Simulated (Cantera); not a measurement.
Input: 1 mol SiHCl3, a varied amount of H2, held at 2150 K and 0.133 bar.

Method: chemical equilibrium by Gibbs-energy minimisation in Cantera with the NASA 1993 tables (ideal gas, pure condensed phases). Candidate condensed phases: Si; 19 gas species. Gases not in the tables: Si2H6 and higher silanes. Equilibrium is a limit: real reactors are often held back by kinetics, nucleation or transport.

### Question
Which condensed phases are stable at each of these points (n(H2) (mol)): 1.9, 2.2, 2.6, 3, 3.4, 4, 4.6, 5.3, 6.2, 7.1, 8.3, 9.6?

### Answer
| n(H2) (mol) | condensed phases | Si condensed (%) |
|---|---|---|
| 1.9 | gas only | 0.0 |
| 2.2 | Si(l) | 0.5 |
| 2.6 | Si(l) | 3.6 |
| 3 | Si(l) | 6.3 |
| 3.4 | Si(l) | 8.8 |
| 4 | Si(l) | 12.2 |
| 4.6 | Si(l) | 15.2 |
| 5.3 | Si(l) | 18.4 |
| 6.2 | Si(l) | 21.9 |
| 7.1 | Si(l) | 25.1 |
| 8.3 | Si(l) | 28.7 |
| 9.6 | Si(l) | 32.1 |

At 1.9 mol H2 nothing is condensed. From 2.2 mol H2 to 9.6 mol H2 the condensed part is Si(l).
